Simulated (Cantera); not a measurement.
A closed system holds: 1 mol HMDSO, 0.84 mol O3, 2.9 mol H2, held at 1000 °C.

Equilibrium computed with Cantera from the NASA thermochemical tables; the gas is ideal and each condensed phase is pure. Candidate condensed phases: C, C6H6, C7H8, C8H18, H2O, Si, SiC, SiO2; 123 gas species. The feed counts by its element totals alone. Mutual solubility and eutectic melting of coexisting phases are not modelled. The tables hold silica as quartz up to 1696 K and as liquid above; real silica turns to tridymite and cristobalite and melts near 1996 K. Kinetics and transport are ignored.

**Question.** At 0.00350 bar, list the 5 most abundant gas species with their mole fractions, and the condensed phases.

**Answer.** H2 0.911, CO 0.0885, SiO 5.64e-5, CH4 2.73e-5, H 1.15e-5. Condensed: C(graphite) + SiC(s) + SiO2(β-quartz).
